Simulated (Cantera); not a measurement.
Input: 1 mol SiC, 0.014 mol CO2, 19 mol H2, held at 1500 °C and 13.3 mbar.

Method: chemical equilibrium by Gibbs-energy minimisation in Cantera with the NASA 1993 tables (ideal gas, pure condensed phases). Candidate condensed phases: C, C6H6, C7H8, C8H18, H2O, Si, SiC, SiO2; 123 gas species. Kinetics and transport are ignored.

Base state: H2 0.996, H 0.00246, CO 0.00112, SiO 0.000353, Si 2.67e-5 (mole fractions); condensed: SiC(s).

Question: What changes in the equilibrium state with this change: temperature from 1500 °C to 1175 °C?

Answer: 
```csv
species,before,after
H2,0.996,0.998
CO,0.00112,0.00110
SiO,0.000353,0.000369
H,0.00246,7.98e-5
Si,2.67e-5,1.90e-8
"SiC(s), mol",0.993,0.993
```
